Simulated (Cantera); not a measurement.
# Adiabatic ignition

An adiabatic, constant-volume homogeneous reactor starts with C3H8 : O2 : N2 = 1 : 10.2 : 38.4 (molar parts), equivalence ratio 0.49, at 1098 K and 0.947 atm.

Cantera simulation using GRI-Mech 3.0 (53 species, 325 reactions); the numbers are that mechanism's predictions, not measurements. GRI-Mech 3.0 was tuned for natural gas; its chemistry of propane as a main component is partial and can be far from experiment.

```json
[
 {"t (s)": "9.00e-6", "T (K)": "1098", "P (bar)": "0.960", "x C3H8": "0.0202", "x O2": "0.206", "x CO": "<1e-12", "x NO2": "<1e-12", "x OH": "1.21e-10", "x O": "6.85e-11", "x H2O2": "4.00e-11"},
 {"t (s)": "2.07e-5", "T (K)": "1098", "P (bar)": "0.960", "x C3H8": "0.0202", "x O2": "0.206", "x CO": "<1e-12", "x NO2": "<1e-12", "x OH": "1.62e-10", "x O": "8.10e-11", "x H2O2": "2.89e-10"},
 {"t (s)": "4.77e-5", "T (K)": "1098", "P (bar)": "0.960", "x C3H8": "0.0202", "x O2": "0.206", "x CO": "<1e-12", "x NO2": "<1e-12", "x OH": "2.36e-10", "x O": "9.31e-11", "x H2O2": "1.78e-9"},
 {"t (s)": "0.000110", "T (K)": "1098", "P (bar)": "0.960", "x C3H8": "0.0202", "x O2": "0.206", "x CO": "6.09e-12", "x NO2": "<1e-12", "x OH": "4.59e-10", "x O": "1.27e-10", "x H2O2": "9.90e-9"},
 {"t (s)": "0.000253", "T (K)": "1098", "P (bar)": "0.960", "x C3H8": "0.0202", "x O2": "0.206", "x CO": "8.61e-11", "x NO2": "<1e-12", "x OH": "1.26e-9", "x O": "2.43e-10", "x H2O2": "5.14e-8"},
 {"t (s)": "0.000583", "T (K)": "1098", "P (bar)": "0.960", "x C3H8": "0.0202", "x O2": "0.206", "x CO": "1.83e-9", "x NO2": "<1e-12", "x OH": "4.38e-9", "x O": "6.75e-10", "x H2O2": "2.35e-7"},
 {"t (s)": "0.00134", "T (K)": "1098", "P (bar)": "0.960", "x C3H8": "0.0201", "x O2": "0.206", "x CO": "4.60e-8", "x NO2": "<1e-12", "x OH": "1.09e-8", "x O": "1.57e-9", "x H2O2": "6.91e-7"},
 {"t (s)": "0.00309", "T (K)": "1098", "P (bar)": "0.960", "x C3H8": "0.0201", "x O2": "0.206", "x CO": "5.44e-7", "x NO2": "<1e-12", "x OH": "1.20e-8", "x O": "1.73e-9", "x H2O2": "9.50e-7"},
 {"t (s)": "0.00711", "T (K)": "1098", "P (bar)": "0.960", "x C3H8": "0.0199", "x O2": "0.206", "x CO": "3.85e-6", "x NO2": "<1e-12", "x OH": "1.36e-8", "x O": "1.98e-9", "x H2O2": "1.14e-6"},
 {"t (s)": "0.0164", "T (K)": "1099", "P (bar)": "0.961", "x C3H8": "0.0195", "x O2": "0.205", "x CO": "2.60e-5", "x NO2": "<1e-12", "x OH": "1.87e-8", "x O": "2.79e-9", "x H2O2": "1.69e-6"},
 {"t (s)": "0.0377", "T (K)": "1103", "P (bar)": "0.967", "x C3H8": "0.0180", "x O2": "0.204", "x CO": "0.000251", "x NO2": "<1e-12", "x OH": "5.53e-8", "x O": "8.64e-9", "x H2O2": "4.97e-6"},
 {"t (s)": "0.0869", "T (K)": "2371", "P (bar)": "2.12", "x C3H8": "<1e-12", "x O2": "0.0971", "x CO": "0.00226", "x NO2": "9.05e-6", "x OH": "0.00562", "x O": "0.00160", "x H2O2": "1.80e-7"},
 {"t (s)": "0.200", "T (K)": "2365", "P (bar)": "2.12", "x C3H8": "<1e-12", "x O2": "0.0957", "x CO": "0.00219", "x NO2": "1.19e-5", "x OH": "0.00549", "x O": "0.00153", "x H2O2": "1.76e-7"}
]
```
x: mole fraction; the columns are a selection and need not sum to one.

```
Property                                                             Value
---------------------------------  ---------------------------------------
time of steepest temperature rise                                  52.3 ms
temperature at 0.200 s                                              2365 K
equilibrium temperature                                             2365 K
x(C3H8) at 0.200 s                   <1e-12 (gas-phase equilibrium <1e-12)
x(O2) at 0.200 s                     0.0957 (gas-phase equilibrium 0.0957)
x(CO) at 0.200 s                   0.00219 (gas-phase equilibrium 0.00219)
```
